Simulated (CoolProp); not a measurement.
Vapour-liquid equilibrium of n-hexane (1) + hexamethyldisiloxane (MM) (2) at 334 kPa; x and y are mole fractions of (1).

Model: multi-fluid Helmholtz-energy mixture model, Thol 2019 and Thol 2016; pair parameters Bell 2016, in CoolProp.

Q: Give the bubble temperature and the first vapour's composition at x = 0.35, 0.45, 0.65. Is there an azeotrope?

A: x = 0.35: 134.7 °C, y = 0.497; x = 0.45: 131.2 °C, y = 0.608; x = 0.65: 124.1 °C, y = 0.794. No azeotrope shows between x = 0.05 and 0.95.

Pair parameters are fitted to limited data, so mixtures are less certain than the pure fluids.
